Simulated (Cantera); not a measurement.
A Cantera script and what it prints.

```python
import numpy as np
import cantera as ct

gas_names = """
    C CH CH2 CH3 CH2OH CH3O CH4 CH3OH CO CO2 COOH C2 C2H CHCO,ketyl C2H2,acetylene C2H2,vinylidene
    CH2CO,ketene C2H3,vinyl CH3CO,acetyl C2H4 C2H4O,ethylen CH3CHO,ethanal CH3COOH (HCOOH)2 C2H5 C2H6
    CH3OCH3 C2H5OH C2O C3 C3H3,propargyl C3H4,allene C3H4,propyne C3H4,cyclo- C3H5,allyl C3H6,propylene
    C3H6,cyclo- C3H6O C3H7,n-propyl C3H7,i-propyl C3H8 C3H8O,1propanol C3H8O,2propanol C3O2 C4 C4H2
    C4H4,1,3-cyclo- C4H6,butadiene C4H6,2-butyne C4H6,cyclo- C4H8,1-butene C4H8,cis2-buten
    C4H8,tr2-butene C4H8,isobutene C4H8,cyclo- (CH3COOH)2 C4H9,n-butyl C4H9,i-butyl C4H9,s-butyl
    C4H9,t-butyl C4H10,isobutane C4H10,n-butane C5 C5H6,1,3cyclo- C5H8,cyclo- C5H10,1-pentene
    C5H10,cyclo- C5H11,pentyl C5H11,t-pentyl C5H12,n-pentane C5H12,i-pentane CH3C(CH3)2CH3 C6H2
    C6H5,phenyl C6H5O,phenoxy C6H6 C6H5OH,phenol C6H10,cyclo- C6H12,1-hexene C6H12,cyclo- C6H13,n-hexyl
    C7H7,benzyl C7H8 C7H8O,cresol C7H14,1-heptene C7H15,n-heptyl C7H16,n-heptane C8H8,styrene
    C8H10,ethylbenz C8H16,1-octene C8H17,n-octyl C8H18,isooctane C8H18,n-octane C9H19,n-nonyl
    C10H8,naphthale C10H21,n-decyl C12H9,o-bipheny C12H10,bipheny H HCO HO2 H2 HCHO,formaldehy HCOOH H2O
    H2O2 O OH O2 O3 Ti TiO TiO2
""".split()
cond_names = """
    C(gr) C6H6(L) C7H8(L) C8H18(L),n-octa H2O(s) H2O(L) Ti(a) Ti(b) Ti(L) TiC(s) TiC(L) TiO(a) TiO(b)
    TiO(L) TiO2(ru) TiO2(L) Ti2O3(a) Ti2O3(b) Ti2O3(L) Ti3O5(a) Ti3O5(b) Ti3O5(L) Ti4O7(s) Ti4O7(L)
""".split()


def load(file, names, dense=False):
    # The tables refer to 1 bar. Condensed volumes are neglected.
    table = {s.name: s for s in ct.Species.list_from_file(file)}
    out = []
    for n in names:
        d = dict(table[n].input_data)
        d["thermo"] = dict(d["thermo"], **{"reference-pressure": 1e5})
        if dense:
            d["equation-of-state"] = {"model": "constant-volume", "density": "1e6 g/cm^3"}
        out.append(ct.Species.from_dict(d))
    return out


gas = ct.Solution(thermo="ideal-gas", species=load("nasa_gas.yaml", gas_names))
cond = {s.name: ct.Solution(thermo="fixed-stoichiometry", species=[s], name=s.name)
        for s in load("nasa_condensed.yaml", cond_names, dense=True)}
atoms = {
    'Ti(OiPr)4': {'Ti': 1, 'C': 12, 'H': 28, 'O': 4},
    'O2': {'O': 2},
    'H2': {'H': 2},
}
top_T = {'C(gr)': 4500}  # K; cautious upper limits of use, not melting points


def equilibrate(T, P, feed):
    n = {}
    for name, mol in feed.items():
        for a, k in atoms[name].items():
            n[a] = n.get(a, 0.0) + k * mol
    gas.TPX = T, P, n
    mass = sum(n.values()) * gas.mean_molecular_weight
    gas.equilibrate("TP")
    valid = [c for c in cond.values() if c.min_temp <= T <= top_T.get(c.name, c.max_temp)]
    mix = ct.Mixture([(gas, mass / gas.mean_molecular_weight)] + [(c, 0.0) for c in valid])
    mix.T, mix.P = T, P
    mix.equilibrate("TP", solver="vcs", rtol=1e-11, max_steps=5000)
    return mix


results = []
feed = {'Ti(OiPr)4': 1, 'O2': 2.6, 'H2': 85}  # mol
P = 90  # Pa
for T in [1223, 1323, 1423, 1523, 1623, 1723, 1823, 1923, 2023, 2123]:
    mix = equilibrate(T, P, feed)
    results.append((T, P, feed, dict(zip(mix.species_names, mix.species_moles))))

top = {s: max(r[3][s] / sum(r[3][g] for g in gas_names) for r in results) for s in gas_names}
cols = sorted((s for s in top if top[s] > 0.0001), key=lambda s: -top[s])[:6]
seen = [c for c in cond_names if any(r[3].get(c, 0) > 1e-12 for r in results)]
print("log10 of partial pressures in bar; condensed amounts in mol")
print(f"{'T/K':>10s}" + "".join(f"{s[:9]:>10s}" for s in cols + seen))
for T, P, feed, n in results:
    ng = sum(n[g] for g in gas_names)
    print(f"{T:10.4g}" + "".join(f"{np.log10(max(n[s] / ng * P / 1e5, 1e-99)):10.3f}" for s in cols)
          + "".join(f"{n.get(c, 0):10.4g}" for c in seen))
```

Result:

```
log10 of partial pressures in bar; condensed amounts in mol
       T/K        H2         H        CO C2H2,acet     C(gr)    TiC(s)
      1223    -3.084    -8.064    -4.116    -9.890     1.799         1
      1323    -3.084    -7.342    -4.116    -9.168     1.799         1
      1423    -3.084    -6.720    -4.116    -8.549     1.799         1
      1523    -3.085    -6.179    -4.116    -8.012     1.797         1
      1623    -3.085    -5.703    -4.117    -7.543     1.793         1
      1723    -3.087    -5.283    -4.117    -7.130     1.782         1
      1823    -3.091    -4.909    -4.119    -6.766     1.758         1
      1923    -3.098    -4.575    -4.123    -6.444     1.712         1
      2023    -3.112    -4.278    -4.129    -6.161     1.629    0.9999
      2123    -3.137    -4.014    -4.140    -5.918     1.492    0.9991
```

Method: chemical equilibrium by Gibbs-energy minimisation in Cantera with the NASA 1993 tables (ideal gas, pure condensed phases). The feed counts by its element totals alone. TiC: taken at fixed stoichiometry.
